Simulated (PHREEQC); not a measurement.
Dissolve 5.9 mmol/kgw LiCl, 0.95 mmol/kgw Na2B4O7 and 0.092 mmol/kgw H4SiO4 at 25 °C. It is in equilibrium with CO2 at log p = -1 (atm). Otherwise closed; pH follows from the charge balance.

All values are PHREEQC results (ion-association model, wateq4f.dat), not measurements.

Precipitation was switched off in this run.

Task: What pH, ionic strength does the model give?

Result: pH 6.06; ionic strength 0.00780 mol/kgw.

Task: In which forms is C present?

Result: CO2 64 %, HCO3- 36 % of the C.

Species that the database lacks are ignored.
